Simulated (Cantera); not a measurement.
Feed: 1 mol SiH₄, 0.04 mol C₂H₂, 7.4 mol H₂, 0.041 mol CH₄, held at 0.00410 bar.

These are equilibrium values from Cantera (NASA tables, ideal gas, pure condensed phases), not measurements of a reactor. Candidate condensed phases: C, C₆H₆, C₇H₈, C₈H₁₈, Si, SiC; 87 gas species. Mutual solubility and eutectic melting of coexisting phases are not modelled. Gases not in the tables: Si₂H₆ and higher silanes. The numbers say what is thermodynamically allowed, not how fast it happens.

x: gas mole fraction; n: condensed amount in mol.

```tsv
T (K)	x H₂	x H	x Si	x SiH	x SiH₂	x Si₂C	n Si(s)	n SiC(s)	n Si(l)
998	1.00	3.36e-8	<1e-12	<1e-12	8.84e-11	<1e-12	0.879	0.121	0
1098	1.000	3.86e-7	5.28e-12	1.03e-11	1.25e-9	<1e-12	0.879	0.121	0
1198	1.000	2.97e-6	3.14e-10	3.06e-10	1.14e-8	<1e-12	0.879	0.121	0
1298	1.000	1.67e-5	9.91e-9	5.32e-9	7.39e-8	2.37e-12	0.879	0.121	0
1398	1.000	7.39e-5	1.90e-7	6.13e-8	3.66e-7	1.22e-10	0.879	0.121	0
1498	1.000	(withheld)	(withheld)	(withheld)	(withheld)	(withheld)	0.879	0.121	0
1598	0.999	0.000831	2.28e-5	3.20e-6	4.89e-6	7.14e-8	0.879	0.121	0
1698	0.998	(withheld)	(withheld)	(withheld)	(withheld)	(withheld)	0	0.121	0.877
1798	0.994	0.00548	0.000752	5.51e-5	2.93e-5	7.91e-6	0	0.121	0.871
1898	0.985	0.0121	0.00300	0.000166	5.67e-5	5.20e-5	0	0.120	0.847
```

What belongs in the gaps?


- 1698, x H: 0.00226
- 1698, x Si: 0.000160
- 1698, x SiH: 1.60e-5
- 1698, x SiH₂: 1.39e-5
- 1698, x Si₂C: 9.55e-7
- 1498, x H: 0.000268
- 1498, x Si: 2.45e-6
- 1498, x SiH: 5.07e-7
- 1498, x SiH₂: 1.46e-6
- 1498, x Si₂C: 3.67e-9
